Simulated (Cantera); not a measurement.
Feed: 1 mol CH3Cl, 3 mol H2, equilibrated at 2.00 mbar.

Method: chemical equilibrium by Gibbs-energy minimisation in Cantera with the NASA 1993 tables (ideal gas, pure condensed phases). Candidate condensed phases: C, C6H6, C7H8, C8H18; 91 gas species. Rates play no part. All values below are at 825 °C.

Base state: H2 0.800, HCl 0.200, CH4 4.68e-5 (mole fractions); condensed: C(graphite).

Q: What changes in the equilibrium state with this change: CH3Cl replaced by CCl4?

A: 
```json
[
 {"species": "HCl", "before": "0.200", "after": "0.800"},
 {"species": "H2", "before": "0.800", "after": "0.200"},
 {"species": "CH4", "before": "4.68e-5", "after": "2.92e-6"},
 {"species": "C(graphite), mol", "before": "1.000", "after": "1.000"}
]
```
